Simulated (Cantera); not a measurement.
Cantera run:

```python
import numpy as np
import cantera as ct

gas_names = """
    CL CL2 H HCL H2 Si SiCL SiCL2 SiCL3 SiCL4 SiH SiHCL3 SiH2 SiH2CL2 SiH3 SiH3CL SiH4 Si2 Si3
""".split()
cond_names = """
    Si(cr) Si(L)
""".split()


# ... load() reads the species with a 1 bar reference pressure and builds the phases ...
atoms = {
    'SiCl4': {'Si': 1, 'CL': 4},
    'HCl': {'H': 1, 'CL': 1},
    'H2': {'H': 2},
}
top_T = {}  # K; cautious upper limits of use, not melting points


# ... equilibrate(T, P, feed) seeds the gas with the atoms and calls Mixture.equilibrate('TP', solver="vcs", rtol=1e-11, max_steps=5000) ...
results = []
feed = {'SiCl4': 1, 'HCl': 1.8, 'H2': 13}  # mol
T = 2275  # K
for P in [100, 400, 1600, 6300, 25000, 100000]:
    mix = equilibrate(T, P, feed)
    results.append((T, P, feed, dict(zip(mix.species_names, mix.species_moles))))
    x = sorted(zip(gas.X, gas.species_names), reverse=True)
    print(f"T = {T:g} K  P = {P:g} Pa  gas = {mix.phase_moles(0):.4g} mol")
    print("   x: " + "  ".join(f"{s} {v:.3e}" for v, s in x if v > 0.001))
    print("   condensed (mol): " + ("  ".join(f"{mix.phase(i).name} {mix.phase_moles(i):.4g}"
          for i in range(1, mix.n_phases) if mix.phase_moles(i) > 1e-12) or "none"))
```

It prints:

```
T = 2275 K  P = 100 Pa  gas = 20.07 mol
   x: H2 4.926e-01  HCL 2.109e-01  H 1.884e-01  CL 5.824e-02  Si 3.785e-02  SiCL2 8.231e-03  SiCL 3.329e-03
   condensed (mol): none
T = 2275 K  P = 400 Pa  gas = 18.55 mol
   x: H2 5.817e-01  HCL 2.325e-01  H 1.024e-01  CL 2.954e-02  Si 2.567e-02  SiCL2 2.298e-02  SiCL 4.580e-03
   condensed (mol): none
T = 2275 K  P = 1600 Pa  gas = 17.66 mol
   x: H2 6.444e-01  HCL 2.312e-01  H 5.388e-02  SiCL2 3.936e-02  CL 1.396e-02  Si 1.231e-02  SiCL 4.150e-03
   condensed (mol): none
T = 2275 K  P = 6300 Pa  gas = 17.2 mol
   x: H2 6.808e-01  HCL 2.265e-01  SiCL2 5.011e-02  H 2.791e-02  CL 6.704e-03  Si 4.381e-03  SiCL 2.794e-03
   condensed (mol): none
T = 2275 K  P = 25000 Pa  gas = 16.98 mol
   x: H2 6.991e-01  HCL 2.246e-01  SiCL2 5.495e-02  H 1.420e-02  CL 3.292e-03  SiCL 1.572e-03  Si 1.265e-03
   condensed (mol): none
T = 2275 K  P = 100000 Pa  gas = 16.87 mol
   x: H2 7.080e-01  HCL 2.239e-01  SiCL2 5.628e-02  H 7.144e-03  CL 1.631e-03  SiCL3 1.478e-03
   condensed (mol): none
```

Cantera equilibrium calculation (NASA polynomials, part measured and part estimated; ideal gas, pure solids and liquids). The tables' values for SiCl, SiCl3 are old estimates; treat these amounts as uncertain. Gases not in the tables: Si2H6 and higher silanes.
